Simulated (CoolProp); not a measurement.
Vapour pressure (kPa) of R13: the reference equation beside estimates from Tc = 303.0 K, pc = 3973 kPa, ω = 0.175. Clausius-Clapeyron is anchored at 161.6 K with a constant enthalpy of vaporisation of 16.98 kJ/mol.

Values from CoolProp's reference Helmholtz-energy equation of state, Platzer 1990. This equation is an older, rougher fit; its heat capacities, sound speeds and derivatives of the liquid may be far off and weren't checked against measurements.

```csv
T (K),reference,Lee-Kesler,Clausius-Clapeyron,van der Waals,Redlich-Kwong,Soave-Redlich-Kwong
157.4,10.15,9.545,10.20,142.2,14.97,9.685
159.5,12.07,11.38,12.10,155.0,17.78,11.54
161.6,14.29,13.51,14.29,168.6,20.98,13.68
163.6,16.70,15.82,16.67,182.3,24.45,16.02
165.7,19.57,18.59,19.53,197.6,28.56,18.81
167.8,22.84,21.75,22.79,213.6,33.21,21.98
169.9,26.54,25.33,26.49,230.6,38.43,25.58
172,30.70,29.38,30.67,248.5,44.27,29.64
174.1,35.38,33.94,35.40,267.3,50.78,34.21
176.2,40.61,39.05,40.71,287.1,58.01,39.33
178.3,46.44,44.77,46.66,307.9,66.02,45.05
180.4,52.93,51.13,53.32,329.7,74.85,51.41
182.4,59.75,57.84,60.36,351.4,84.07,58.12
184.5,67.64,65.63,68.57,375.2,94.66,65.90
```

Absolute difference from the reference over all 14 rows, mean and median: Lee-Kesler 4.4 and 4.4 %, Clausius-Clapeyron 0.4 and 0.2 %, van der Waals 790.8 and 739.2 %, Redlich-Kwong 44.2 and 44.5 %, Soave-Redlich-Kwong 3.5 and 3.5 %.
